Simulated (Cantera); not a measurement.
# Adiabatic ignition

An adiabatic, constant-pressure homogeneous reactor starts with 8.30 % CH4, 1.08 % CO, 19.0 % O2, 71.6 % N2, at 1225 K and 0.888 atm.

Model: GRI-Mech 3.0 (53 species, 325 reactions), integrated in Cantera.

| t (s) | T (K) | x CH4 | x CO | x O2 | x C2H | x H |
|---|---|---|---|---|---|---|
| 2.00e-6 | 1225 | 0.0830 | 0.0108 | 0.190 | <1e-12 | 1.93e-11 |
| 4.60e-6 | 1225 | 0.0830 | 0.0108 | 0.190 | <1e-12 | 2.41e-11 |
| 1.06e-5 | 1225 | 0.0830 | 0.0108 | 0.190 | <1e-12 | 2.67e-11 |
| 2.43e-5 | 1225 | 0.0830 | 0.0108 | 0.190 | <1e-12 | 3.18e-11 |
| 5.58e-5 | 1225 | 0.0830 | 0.0108 | 0.190 | <1e-12 | 4.42e-11 |
| 0.000128 | 1225 | 0.0830 | 0.0108 | 0.190 | <1e-12 | 7.70e-11 |
| 0.000295 | 1225 | 0.0830 | 0.0108 | 0.190 | <1e-12 | 1.77e-10 |
| 0.000678 | 1225 | 0.0830 | 0.0108 | 0.190 | <1e-12 | 5.35e-10 |
| 0.00156 | 1225 | 0.0830 | 0.0108 | 0.190 | <1e-12 | 1.78e-9 |
| 0.00358 | 1225 | 0.0829 | 0.0108 | 0.190 | <1e-12 | 4.24e-9 |
| 0.00823 | 1226 | 0.0828 | 0.0108 | 0.190 | <1e-12 | 8.69e-9 |
| 0.0189 | 1230 | 0.0820 | 0.0109 | 0.189 | <1e-12 | 3.41e-8 |
| 0.0435 | 2593 | <1e-12 | 0.0253 | 0.0272 | <1e-12 | 0.00367 |
| 0.100 | 2590 | <1e-12 | 0.0254 | 0.0263 | <1e-12 | 0.00363 |
x: mole fraction; the columns are a selection and need not sum to one.

The time of steepest temperature rise is 35.6 ms. The temperature at 0.100 s comes out as 2590 K. The equilibrium temperature is 2590 K, the x(CH4) at 0.100 s is <1e-12 (gas-phase equilibrium <1e-12) and the x(CO) at 0.100 s is 0.0254 (gas-phase equilibrium 0.0254). The x(O2) at 0.100 s is 0.0263 (gas-phase equilibrium 0.0263).
